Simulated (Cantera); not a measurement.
An isothermal, constant-pressure homogeneous reactor starts with N2O : H2 : N2 = 0.14 : 0.042 : 1.8 (molar parts), at 1200 K and 4900 Pa.

Cantera simulation using GRI-Mech 3.0 (53 species, 325 reactions); the numbers are that mechanism's predictions, not measurements. GRI-Mech 3.0 was tuned for natural gas; its chemistry of N2O as a main component is partial and can be far from experiment. Radical loss at walls, strong at low pressure, is not modelled. The mechanism lacks 2 NO + O2 → 2 NO2 and HONO, so NO2 and the effect of NO are under-described below about 1400 K.

x: mole fraction; the columns are a selection and need not sum to one.

| t (s) | x N2O | x H2 | x H | x H2O2 | x NO | x O2 | x HO2 |
|---|---|---|---|---|---|---|---|
| 0.000500 | 0.0706 | 0.0212 | 5.51e-7 | <1e-12 | 1.89e-8 | 3.05e-8 | 3.15e-10 |
| 0.000861 | 0.0706 | 0.0212 | 1.11e-6 | 1.68e-12 | 5.84e-8 | 6.12e-8 | 1.03e-9 |
| 0.00148 | 0.0706 | 0.0212 | 2.06e-6 | 8.83e-12 | 1.77e-7 | 1.15e-7 | 3.14e-9 |
| 0.00255 | 0.0706 | 0.0212 | 3.62e-6 | 4.18e-11 | 5.27e-7 | 2.08e-7 | 8.79e-9 |
| 0.00439 | 0.0706 | 0.0211 | 6.24e-6 | 1.67e-10 | 1.54e-6 | 3.70e-7 | 2.10e-8 |
| 0.00755 | 0.0704 | 0.0210 | 1.06e-5 | 4.79e-10 | 4.38e-6 | 6.64e-7 | 3.63e-8 |
| 0.0130 | 0.0700 | 0.0206 | 1.79e-5 | 7.97e-10 | 1.17e-5 | 1.25e-6 | 4.17e-8 |
| 0.0224 | 0.0689 | 0.0195 | 2.97e-5 | 8.81e-10 | 2.79e-5 | 2.74e-6 | 4.27e-8 |
| 0.0385 | 0.0661 | 0.0167 | 4.19e-5 | 9.84e-10 | 5.99e-5 | 6.62e-6 | 4.54e-8 |
| 0.0662 | [?] | [?] | 4.23e-5 | [?] | [?] | [?] | [?] |
| 0.114 | 0.0540 | 0.00474 | 2.56e-5 | 1.73e-9 | 0.000174 | 3.18e-5 | 8.84e-8 |
| 0.196 | 0.0499 | [?] | [?] | [?] | [?] | [?] | [?] |
| 0.338 | 0.0489 | 6.70e-5 | 3.56e-7 | 1.48e-9 | 0.000243 | 0.000177 | 2.30e-7 |
| 0.581 | 0.0484 | 1.91e-6 | 4.11e-8 | 1.48e-9 | 0.000271 | 0.000354 | 2.62e-7 |
| 1.00 | 0.0477 | 4.08e-7 | 3.16e-8 | 1.47e-9 | 0.000321 | 0.000662 | 2.59e-7 |

**Question.** What belongs in the gaps?

**Answer.** 
- 0.0662, x N2O: 0.0607
- 0.0662, x H2: 0.0113
- 0.0662, x H2O2: 1.22e-9
- 0.0662, x NO: 0.000112
- 0.0662, x O2: 1.49e-5
- 0.0662, x HO2: 5.45e-8
- 0.196, x H2: 0.000828
- 0.196, x H: 4.94e-6
- 0.196, x H2O2: 1.99e-9
- 0.196, x NO: 0.000218
- 0.196, x O2: 7.74e-5
- 0.196, x HO2: 1.89e-7
